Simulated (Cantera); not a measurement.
Input: 1 mol (CH3)2SiCl2, 0.31 mol C2H4, 530 mol H2, 0.013 mol HF, equilibrated at 0.00133 bar.

These are equilibrium values from Cantera (NASA tables, ideal gas, pure condensed phases), not measurements of a reactor. Candidate condensed phases: C, C6H6, C7H8, C8H18, Si, SiC; 143 gas species. The feed counts by its element totals alone. Equilibrium is a limit: real reactors are often held back by kinetics, nucleation or transport.

Problem. At 2300 K, list the 6 most abundant gas species with their mole fractions, and the condensed phases.

Solution. H2 0.762, H 0.231, HCl 0.00271, C2H2 (acetylene) 0.00199, Si 0.00150, Cl 0.000592. Condensed: gas only.
